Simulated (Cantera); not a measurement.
## Equilibrium for boron, boron nitride and boron oxide: B₂O₃ + H₂O + HF

Feed: 1 mol B₂O₃, 0.16 mol H₂O, 0.00012 mol HF, equilibrated at 18.0 Torr.

Method: chemical equilibrium by Gibbs-energy minimisation in Cantera with the NASA 1993 tables (ideal gas, pure condensed phases). Candidate condensed phases: B, B₂O₃, B₃O₃H₃, H₂O; 43 gas species. Gases not in the tables: H₃BO₃. Rates play no part.

```json
[
 {"T (°C)": "1377", "x B₂O₃": "0.0145", "x HBO₂": "0.397", "x H₂O": "0.584", "x BO₂": "0.000312", "x H₂": "0.00170", "x BO": "4.44e-7", "x O₂": "0.000681", "n B₂O₃(l)": "0.956"},
 {"T (°C)": "1427", "x B₂O₃": "0.0326", "x HBO₂": "0.501", "x H₂O": "0.462", "x BO₂": "0.000650", "x H₂": "0.00213", "x BO": "1.55e-6", "x O₂": "0.000790", "n B₂O₃(l)": "0.936"},
 {"T (°C)": "1477", "x B₂O₃": "0.0698", "x HBO₂": "0.591", "x H₂O": "0.334", "x BO₂": "0.00126", "x H₂": "0.00252", "x BO": "5.18e-6", "x O₂": "0.000815", "n B₂O₃(l)": "0.907"},
 {"T (°C)": "1527", "x B₂O₃": "0.143", "x HBO₂": "0.639", "x H₂O": "0.211", "x BO₂": "0.00225", "x H₂": "0.00277", "x BO": "1.69e-5", "x O₂": "0.000702", "n B₂O₃(l)": "0.861"},
 {"T (°C)": "1577", "x B₂O₃": "0.281", "x HBO₂": "0.606", "x H₂O": "0.106", "x BO₂": "0.00358", "x H₂": "0.00277", "x BO": "5.60e-5", "x O₂": "0.000435", "n B₂O₃(l)": "0.772"},
 {"T (°C)": "1627", "x B₂O₃": "0.531", "x HBO₂": "0.430", "x H₂O": "0.0309", "x BO₂": "0.00456", "x H₂": "0.00231", "x BO": "0.000212", "x O₂": "0.000126", "n B₂O₃(l)": "0.518"},
 {"T (°C)": "1677", "x B₂O₃": "0.729", "x HBO₂": "0.254", "x H₂O": "0.00851", "x BO₂": "0.00490", "x H₂": "0.00177", "x BO": "0.000659", "x O₂": "3.67e-5", "n B₂O₃(l)": "0"},
 {"T (°C)": "1727", "x B₂O₃": "0.728", "x HBO₂": "0.251", "x H₂O": "0.00904", "x BO₂": "0.00667", "x H₂": "0.00227", "x BO": "0.00112", "x O₂": "5.50e-5", "n B₂O₃(l)": "0"}
]
```
x: gas mole fraction; n: condensed amount in mol.

From 1377 °C to 1627 °C the condensed part is B₂O₃(l). From 1677 °C to 1727 °C nothing is condensed.
